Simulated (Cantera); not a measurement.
Equilibrium for silicon epitaxy and polysilicon growth: SiCl4 + Cl2 + H2

Feed: 1 mol SiCl4, 0.25 mol Cl2, 69 mol H2, equilibrated at 1050 K.

Cantera equilibrium calculation (NASA polynomials, part measured and part estimated; ideal gas, pure solids and liquids). Candidate condensed phases: Si; 19 gas species. The tables' values for SiCl3 are old estimates; treat these amounts as uncertain. Kinetics and transport are ignored.

From 0.00100 bar to 0.120 bar the condensed part is Si(s). From 0.300 bar to 2.00 bar nothing is condensed. The main Si-bearing gas is SiCl2 at 0.00100 bar and SiCl4 at 2.00 bar.

```csv
P (Pa),x H2,x HCl,x SiCl4,x SiHCl3,x SiCl2,x SiCl3,x SiH2Cl2,x SiH3Cl,n Si(s)
100,0.951,0.0410,0.00289,0.000697,0.00329,0.000725,1.92e-5,1.37e-7,0.459
260,0.956,0.0356,0.00426,0.00119,0.00248,0.000763,3.77e-5,3.12e-7,0.382
670,0.960,0.0301,0.00555,0.00184,0.00176,0.000735,6.93e-5,6.81e-7,0.297
1700,0.964,0.0249,0.00657,0.00264,0.00120,0.000661,0.000121,1.44e-6,0.210
4500,0.967,0.0201,0.00730,0.00365,0.000780,0.000561,0.000208,3.08e-6,0.120
12000,0.970,0.0159,0.00763,0.00483,0.000489,0.000454,0.000348,6.53e-6,0.0325
30000,0.971,0.0143,0.00775,0.00546,0.000246,0.000325,0.000439,9.19e-6,0
77000,0.972,0.0141,0.00784,0.00561,0.000100,0.000208,0.000458,9.74e-6,0
200000,0.972,0.0140,0.00789,0.00569,3.94e-5,0.000131,0.000468,1.00e-5,0
```
x: gas mole fraction; n: condensed amount in mol.
